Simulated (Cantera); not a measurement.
What does this Cantera script print?

```python
import numpy as np
import cantera as ct

gas = ct.Solution("h2o2.yaml")
gas.TPX = 325, 570000, {'H2': 1, 'O2': 0.98, 'N2': 3.69}
flame = ct.FreeFlame(gas, width=0.012)
flame.set_refine_criteria(ratio=3, slope=0.08, curve=0.16)
flame.transport_model = "mixture-averaged"
flame.solve(loglevel=0, auto=True)
flame.transport_model = "multicomponent"
flame.soret_enabled = False
flame.solve(loglevel=0, refine_grid=True)
z, T = flame.grid, flame.T
thick = (T[-1] - T[0]) / np.gradient(T, z).max()
show = ['H2', 'O2', 'H', 'OH', 'O', 'H2O']
print(f"laminar burning velocity  {flame.velocity[0] * 100:.3f} cm/s")
print(f"burnt temperature         {T[-1]:.1f} K")
print(f"thermal thickness         {thick * 1e3:.4f} mm")
print(f"grid points               {len(z)}")
z0 = z[flame.heat_release_rate.argmax()]
print(f"{'z/mm':>9s}{'T/K':>9s}{'u/(m/s)':>9s}" + "".join(f"{s:>11s}" for s in show))
rows = []
for k in (-3, -2, -1.5, -1, -0.5, -0.25, 0, 0.25, 0.5, 1, 2, 4, 8):
    zz = z0 + k * thick
    rows.append([k * thick, np.interp(zz, z, T), np.interp(zz, z, flame.velocity),
                 *(np.interp(zz, z, flame.X[gas.species_index(s)]) for s in show)])
    print(f"{rows[-1][0] * 1e3:9.3f}{rows[-1][1]:9.1f}{rows[-1][2]:9.3f}" + "".join(f"{x:11.3e}" for x in rows[-1][3:]))
```

It prints:

```
laminar burning velocity  16.693 cm/s
burnt temperature         1650.6 K
thermal thickness         0.1528 mm
grid points               118
     z/mm      T/K  u/(m/s)         H2         O2          H         OH          O        H2O
   -0.458    326.2    0.166  1.691e-01  1.743e-01  4.947e-19  2.760e-16  1.134e-13  1.013e-04
   -0.306    336.5    0.169  1.530e-01  1.773e-01  3.885e-17  1.676e-14  1.728e-12  1.355e-03
   -0.229    366.9    0.180  1.331e-01  1.796e-01  1.643e-15  3.747e-13  1.250e-11  5.883e-03
   -0.153    475.8    0.228  9.956e-02  1.784e-01  5.502e-13  2.514e-11  3.685e-10  2.341e-02
   -0.076    827.7    0.387  5.435e-02  1.589e-01  8.805e-08  1.677e-07  4.015e-07  7.601e-02
   -0.038   1130.4    0.527  3.129e-02  1.373e-01  3.445e-05  5.426e-05  3.948e-05  1.178e-01
    0.000   1425.7    0.665  1.214e-02  1.130e-01  2.918e-04  7.808e-04  4.321e-04  1.591e-01
    0.038   1570.7    0.734  3.546e-03  1.006e-01  2.362e-04  1.582e-03  5.390e-04  1.789e-01
    0.076   1619.8    0.757  1.167e-03  9.731e-02  8.652e-05  1.482e-03  3.120e-04  1.848e-01
    0.153   1642.9    0.768  2.282e-04  9.636e-02  1.134e-05  8.866e-04  8.693e-05  1.874e-01
    0.306   1649.1    0.771  3.068e-05  9.632e-02  8.727e-07  4.230e-04  1.763e-05  1.881e-01
    0.611   1650.4    0.771  5.413e-06  9.636e-02  1.269e-07  2.362e-04  5.345e-06  1.883e-01
    1.222   1650.6    0.771  3.154e-06  9.637e-02  7.071e-08  1.928e-04  3.556e-06  1.883e-01
```

Detailed kinetics in Cantera: the H2/O2 subset of GRI-Mech 3.0, which has no nitrogen chemistry. The hydrogen kinetics of GRI-Mech 3.0 are dated; newer H2 mechanisms differ, most at raised pressure. Burning velocities carry a grid error of a few per cent, more on coarse grids. Lean hydrogen flames are cellular in practice and burn faster than this planar one.
